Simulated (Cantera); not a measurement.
## Ignition delay

Mixture: 3.93 % CH₄, 16.4 % O₂, 75.4 % N₂, 4.32 % H₂O, at 2900000 Pa, adiabatic and at constant pressure. Ignition delay is the time to a rise of 400 K.

Detailed kinetics in Cantera: GRI-Mech 3.0 (53 species, 325 reactions). The pressure lies above the range GRI-Mech 3.0 was tuned for (to about 10 atm).

```json
[
 {"T0 (K)": "1300", "delay (ms)": "0.482"},
 {"T0 (K)": "1400", "delay (ms)": "0.178"},
 {"T0 (K)": "1500", "delay (ms)": "0.0725"},
 {"T0 (K)": "1600", "delay (ms)": "0.0319"},
 {"T0 (K)": "1700", "delay (ms)": "0.0149"},
 {"T0 (K)": "1800", "delay (ms)": "0.00745"},
 {"T0 (K)": "1900", "delay (ms)": "0.00398"}
]
```

```yaml
apparent activation energy between 1700 and 1900 K: 180 kJ/mol
```
